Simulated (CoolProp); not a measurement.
Vapour-liquid equilibrium of dimethyl ether (1) + R236EA (2) at 7.56 bar; x and y are mole fractions of (1).

Computed with CoolProp (multi-fluid Helmholtz-energy mixture model, Wu 2011 and Rui 2013; pair parameters Bell 2016).

**Question.** Give the bubble temperature and the first vapour's composition at x = 0.05, 0.2, 0.5. Is there an azeotrope?

**Answer.** x = 0.05: 68.4 °C, y = 0.054; x = 0.2: 67.2 °C, y = 0.233; x = 0.5: 59.6 °C, y = 0.649. No azeotrope shows between x = 0.05 and 0.95.

Pair parameters are fitted to limited data, so mixtures are less certain than the pure fluids.
